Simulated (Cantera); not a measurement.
Feed: 1 mol Al, 2.1 mol N₂O, 36 mol H₂, 0.35 mol H₂O, at 1.00 bar.

Equilibrium computed with Cantera from the NASA thermochemical tables; the gas is ideal and each condensed phase is pure. Candidate condensed phases: Al, AlN, Al₂O₃, H₂O; 35 gas species. Gases not in the tables: Al(OH)₃. Rates play no part.

### Question
At 1648 K, list the 4 most abundant gas species with their mole fractions, and the condensed phases.

### Answer
H₂ 0.921, N₂ 0.0546, H₂O 0.0247, H 8.54e-5. Condensed: Al₂O₃(s).
